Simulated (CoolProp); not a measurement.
Properties of sulfur hexafluoride along the isobar 2.37 MPa (Tc = 45.6 °C, pc = 3.755 MPa, ω = 0.210).

The numbers come from the reference Helmholtz-energy equation of state, Guder 2009 in CoolProp.

```csv
T (°C),phase,Z,isothermal compressibility (1/MPa),expansivity (1/kK),conductivity (mW/(m K)),fugacity coefficient
0.95,liquid,0.09686,0.009343,4.606,62.6,0.4607
35.35,gas,0.6926,0.6981,11.23,17.3,0.7682
69.65,gas,0.8131,0.5334,5.785,18.6,0.8392
103.95,gas,0.8742,0.4861,4.209,20.9,0.8848
138.35,gas,0.9120,0.4631,3.401,23.5,0.9163
172.65,gas,0.9373,0.4496,2.896,26.1,0.9388
206.95,gas,0.9551,0.4409,2.543,28.7,0.9552
241.35,gas,0.9681,0.4348,2.278,31.2,0.9676
275.65,gas,0.9778,0.4306,2.071,33.6,0.9769
309.95,gas,0.9851,0.4274,1.904,36.0,0.9841
```

Thermal conductivity comes from a separate model (Assael 2012).
